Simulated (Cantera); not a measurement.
# Thermodynamics of titanium nitride, carbide and oxide coatings, feed Ti(OiPr)4 + C3H8 + H2

A closed system holds: 1 mol Ti(OiPr)4, 0.32 mol C3H8, a varied amount of H2, equilibrated at 44.0 mbar.

These are equilibrium values from Cantera (NASA tables, ideal gas, pure condensed phases), not measurements of a reactor. Candidate condensed phases: C, C6H6, C7H8, C8H18, H2O, Ti, TiC, TiO, TiO2, Ti2O3, Ti3O5, Ti4O7; 113 gas species. The feed counts by its element totals alone. Mutual solubility and eutectic melting of coexisting phases are not modelled. TiC: taken at fixed stoichiometry. Kinetics and transport are ignored.

Task: Map the stable condensed phases over T = 925, 1000, 1075, 1150, 1225, 1300, 1375, 1450, 1525, 1600, 1675, 1750, 1825, 1900 °C and n(H2) in mol = 3.2, 5.3, 8.7, 14, 23, 38, 63, 100, 170.

Result: 
```
T in °C \ n(H2) in mol
         3.2 5.3 8.7  14  23  38  63 100 170
   1900    A   A   A   A   A   A   A   A   A
   1825    A   A   A   A   A   A   A   A   A
   1750    A   A   A   A   A   A   A   A   A
   1675    A   A   A   A   A   A   A   A   A
   1600    A   A   A   A   A   A   A   A   A
   1525    A   A   A   A   A   A   A   A   A
   1450    A   A   A   A   A   A   A   A   A
   1375    A   A   A   A   A   A   A   A   A
   1300    A   A   A   A   A   A   A   A   A
   1225    A   A   A   A   A   A   A   A   A
   1150    A   A   A   A   A   A   A   A   A
   1075    A   A   A   A   A   A   A   A   A
   1000    B   B   A   A   A   A   A   A   A
    925    C   C   C   C   C   C   B   B   A
```
A: C + TiC; B: C + TiC + Ti3O5; C: C + Ti3O5.
